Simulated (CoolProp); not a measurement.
Vapour-liquid equilibrium of ethanol (1) + o-xylene (2) at 396.3 K; x and y are mole fractions of (1).

The numbers come from the multi-fluid Helmholtz-energy mixture model, Schroeder 2014 and Zhou 2012; pair parameters Bell 2016 in CoolProp.

```tsv
x	bubble pressure, mixture model (kPa)	bubble pressure, Raoult's law (kPa)	y, mixture model	y, Raoult's law
0.05	131.9	76.46	0.584	0.307
0.15	232.8	117.8	0.774	0.598
0.25	290.2	159.2	0.826	0.737
0.35	324.4	200.6	0.851	0.819
0.45	347.4	242.0	0.867	0.873
0.55	366.3	283.4	0.881	0.911
0.65	385.2	324.8	0.897	0.940
0.75	406.0	366.2	0.916	0.962
0.85	429.7	407.6	0.943	0.979
0.95	455.9	449.0	0.978	0.994
```

The largest gap from Raoult's law is +97.6 % in bubble pressure, at x = 0.15. No azeotrope shows between x = 0.05 and 0.95.

The pair parameters rest on a limited set of measurements; away from them the model extrapolates. With so large a gap from Raoult's law the liquid may split in two, which this calculation doesn't test in full.
